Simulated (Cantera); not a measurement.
**Stirred combustor or abatement burner**

A perfectly stirred reactor is fed with 1.69 % C3H8, 8.47 % O2, 89.8 % N2, at 4.93 atm; it is adiabatic with a 300 K inlet, and is followed from long to short residence time, starting on the burning branch (τ in s: 0.12, 0.033, 0.0094, 0.0027, 0.00077, 0.00022, 6.3e-05, 1.8e-05, 5.1e-06).

Detailed kinetics in Cantera: GRI-Mech 3.0 (53 species, 325 reactions). GRI-Mech 3.0 was tuned for natural gas; its chemistry of propane as a main component is partial and can be far from experiment.

| τ (s) | T (K) | x C3H8 | x O2 | x HO2 | x C2H4 | x CO2 |
|---|---|---|---|---|---|---|
| 0.12 | 1286 | 2.17e-5 | 0.00320 | 6.07e-6 | 9.18e-5 | 0.0454 |
| 0.033 | 300 | 0.0169 | 0.0847 | <1e-12 | <1e-12 | <1e-12 |
| 0.0094 | 300 | 0.0169 | 0.0847 | <1e-12 | <1e-12 | <1e-12 |
| 0.0027 | 300 | 0.0169 | 0.0847 | <1e-12 | <1e-12 | <1e-12 |
| 0.00077 | 300 | 0.0169 | 0.0847 | <1e-12 | <1e-12 | <1e-12 |
| 0.00022 | 300 | 0.0169 | 0.0847 | <1e-12 | <1e-12 | <1e-12 |
| 6.3e-5 | 300 | 0.0169 | 0.0847 | <1e-12 | <1e-12 | <1e-12 |
| 1.8e-5 | 300 | 0.0169 | 0.0847 | <1e-12 | <1e-12 | <1e-12 |
| 5.1e-6 | 300 | 0.0169 | 0.0847 | <1e-12 | <1e-12 | <1e-12 |
x: mole fraction; the columns are a selection and need not sum to one.
